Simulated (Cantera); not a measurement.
# Adiabatic ignition

An adiabatic, constant-volume homogeneous reactor starts with CO : H2 : O2 : N2 = 1 : 0.044 : 0.435 : 1.64 (molar parts), equivalence ratio 1.2, at 1298 K and 2.37 atm.

Detailed kinetics in Cantera: GRI-Mech 3.0 (53 species, 325 reactions). The hydrogen kinetics of GRI-Mech 3.0 are dated; newer H2 mechanisms differ, most at raised pressure.

```
t (s)     T (K)  P (bar)   x CO     x H2    x O2      x NO      x H    x H2O    x CO2
--------  -----  -------  -----  -------  ------  --------  -------  -------  -------
6.00e-6    1298     2.40  0.321   0.0141   0.139    <1e-12  1.69e-7  1.09e-7  4.30e-7
1.34e-5    1298     2.40  0.321   0.0141   0.139    <1e-12  3.12e-6  2.76e-6  7.81e-6
2.98e-5    1323     2.44  0.317   0.0118   0.136   1.19e-8  0.00125  0.00142  0.00363
6.64e-5    2470     4.29  0.188  0.00130  0.0525  0.000225  0.00682  0.00679    0.153
0.000148   2958     4.98  0.152  0.00101  0.0376   0.00422  0.00227  0.00983    0.201
0.000329   2971     4.99  0.150  0.00101  0.0336    0.0112  0.00208   0.0101    0.204
0.000734   2965     4.98  0.150  0.00102  0.0320    0.0148  0.00205   0.0102    0.204
0.00164    2965     4.97  0.150  0.00103  0.0319    0.0152  0.00204   0.0102    0.204
0.00364    2965     4.97  0.150  0.00103  0.0318    0.0152  0.00204   0.0102    0.204
0.00812    2965     4.97  0.150  0.00103  0.0318    0.0152  0.00204   0.0102    0.204
0.0181     2965     4.97  0.150  0.00103  0.0318    0.0152  0.00204   0.0102    0.204
0.0403     2965     4.97  0.150  0.00103  0.0318    0.0152  0.00204   0.0102    0.204
0.0898     2965     4.97  0.150  0.00103  0.0318    0.0152  0.00204   0.0102    0.204
0.200      2965     4.97  0.150  0.00103  0.0318    0.0152  0.00204   0.0102    0.204
```
x: mole fraction; the columns are a selection and need not sum to one.

```json
{
  "time_of_steepest_temperature_rise": "46.7 µs",
  "temperature at 0.200 s": "2965 K",
  "equilibrium_temperature": "2965 K",
  "x(CO) at 0.200 s": "0.150 (gas-phase equilibrium 0.150)",
  "x(H2) at 0.200 s": "0.00103 (gas-phase equilibrium 0.00103)",
  "x(O2) at 0.200 s": "0.0318 (gas-phase equilibrium 0.0318)"
}
```
